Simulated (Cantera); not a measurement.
Charge: 1 mol PbO, a varied amount of C, 0.81 mol N2, held at 1425 K and 5.70 bar.

These are equilibrium values from Cantera (NASA tables, ideal gas, pure condensed phases), not measurements of a reactor. Candidate condensed phases: C, Pb, PbO, PbO2, Pb3O4; 27 gas species. Each liquid is taken as pure. Mutual solubility and eutectic melting of coexisting phases are not modelled. Gases not in the tables: (PbO)n polymers. The numbers say what is thermodynamically allowed, not how fast it happens.

**Question.** Which condensed phases are stable at each of these points (n(C) (mol)): 0.45, 0.65, 0.96, 1.4, 2.1, 3, 4.4, 6.5?

**Answer.** 
```
n(C) (mol)     condensed phases  Pb condensed (%)
----------  -------------------  ----------------
0.45             Pb(l) + PbO(l)              99.7
0.65                      Pb(l)              99.7
0.96                      Pb(l)              99.6
1.4         C(graphite) + Pb(l)              99.6
2.1         C(graphite) + Pb(l)              99.6
3           C(graphite) + Pb(l)              99.6
4.4         C(graphite) + Pb(l)              99.6
6.5         C(graphite) + Pb(l)              99.6
```

At 0.45 mol C the condensed part is Pb(l) + PbO(l). From 0.65 mol C to 0.96 mol C the condensed part is Pb(l). From 1.4 mol C to 6.5 mol C the condensed part is C(graphite) + Pb(l).
